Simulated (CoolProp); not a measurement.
The fluoroketone C6F12O (FK-5-1-12) along the isobar 3.27 MPa: density (kg/m³) from the reference equation and from simpler models built on Tc = 441.8 K, pc = 1.869 MPa, ω = 0.471; each cubic takes its own stable root.

Values from CoolProp's reference Helmholtz-energy equation of state, McLinden 2015.

```tsv
T (K)	phase	reference
401	liquid	1267
413.4	liquid	1209
425.8	liquid	1143
438.1	liquid	1066
450.5	supercritical	967.6
462.9	supercritical	835.8
475.3	supercritical	669.4
487.6	supercritical	527.9
500	supercritical	441.7
```

### Question
How far does each simpler model (van der Waals, Redlich-Kwong, Peng-Robinson) lie from the reference over these 9 states: mean and median of the absolute difference, and the worst?

### Answer
- van der Waals: mean 24.2 %, median 27.6 %, worst -35.5 % at 401 K and 3.27 MPa
- Redlich-Kwong: mean 11.8 %, median 13.8 %, worst -15.4 % at 425.8 K and 3.27 MPa
- Peng-Robinson: mean 4.5 %, median 4.7 %, worst -9.5 % at 462.9 K and 3.27 MPa
